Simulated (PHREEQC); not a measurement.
A solution holds 0.001 mol CdCl2, 0.00031 mol Na2SO4, 0.0056 mol HCl and 0.0045 mol KCl per kg of water, at 25 °C. Closed to the air; pH follows from the charge balance.

Model: ion-association model, wateq4f.dat, run in PHREEQC.

### Question
The ionic strength comes out as 0.0130 mol/kgw. What activity coefficients do KSO4-, SO4-2, CdCl+, Na+, Cl- get?

### Answer
KSO4- 0.90, SO4-2 0.64, CdCl+ 0.89, Na+ 0.89, Cl- 0.89.

This is a speciation only: nothing precipitates in the calculation.
